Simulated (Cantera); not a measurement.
A freely propagating, adiabatic, planar premixed flame of 10.9 % CH₃OH, 18.7 % O₂, 70.4 % N₂, equivalence ratio 0.87, unburnt at 700 K and 48000 Pa; mixture-averaged transport, grid criteria slope 0.08 and curve 0.16, no radiation.

Model: GRI-Mech 3.0 (53 species, 325 reactions), integrated in Cantera. GRI-Mech 3.0 was tuned for natural gas; its chemistry of methanol as a main component is partial and can be far from experiment. Burning velocities carry a grid error of a few per cent, more on coarse grids.

### Question
Predict: laminar burning velocity; thermal thickness; peak x(CH₄); peak x(CO).

### Answer
```json
{
  "laminar_burning_velocity": "177 cm/s",
  "thermal_thickness": "0.504 mm",
  "peak x(CH₄)": "8.33e-5",
  "peak x(CO)": "0.0670"
}
```
